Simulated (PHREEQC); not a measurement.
Solution (25 °C): 73 mmol/kgw HF and 18 mmol/kgw KOH. Closed to the air; pH follows from the charge balance.

All values are PHREEQC results (ion-association model, phreeqc.dat), not measurements.

Each row changes one thing in this solution. No solid was allowed to form.

```csv
case,pH,ionic strength (mol/kgw),HF (mol/kgw),F- (mol/kgw)
as made,2.65,0.0205,0.0493,0.0172
HF replaced by NH4HF2 at the same molality,3.33,0.0916,…,0.0789
HF from 0.073 to 0.0803 mol/kgw,2.60,0.0208,0.0558,0.0172
KOH left out,2.14,0.00794,0.0635,0.00638
HF from 0.073 to 0.0146 mol/kgw,11.47,0.0180,6.49e-11,0.0146
temperature from 25 to 85 °C,…,0.0189,0.0508,0.0155
diluted 100-fold with water,3.50,…,0.000229,0.000500
diluted 2-fold with water,2.74,0.0110,0.0245,0.0100
HF from 0.073 to 0.146 mol/kgw,2.27,0.0241,0.115,0.0167
```

**Question.** Complete the blanks.

**Answer.** 
- HF replaced by NH4HF2 at the same molality, HF (mol/kgw): 0.0418
- temperature from 25 to 85 °C, pH: 3.11
- diluted 100-fold with water, ionic strength (mol/kgw): 0.000501

Species that the database lacks are ignored. At this temperature some constants are extrapolated from 25 °C, and those without enthalpy data are left unchanged.
